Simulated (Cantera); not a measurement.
An adiabatic, constant-volume homogeneous reactor starts with 33.5 % H2, 14.0 % O2, 52.6 % N2, equivalence ratio 1.2, at 1725 K and 0.250 bar.

Cantera simulation using the H2/O2 subset of GRI-Mech 3.0, which has no nitrogen chemistry; the numbers are that mechanism's predictions, not measurements.

One state of this run: T (K) = 2811; P (bar) = 0.382; x H2 = 0.0940; x O2 = 0.0147; x H2O2 = 1.71e-7; x OH = 0.0395; x H2O = 0.213. x: mole fraction; the columns are a selection and need not sum to one.

Which value of t (s) does it belong to?
A) 0.000585
B) 3.88e-5
C) 1.00e-5
D) 0.000151

A, 0.000585
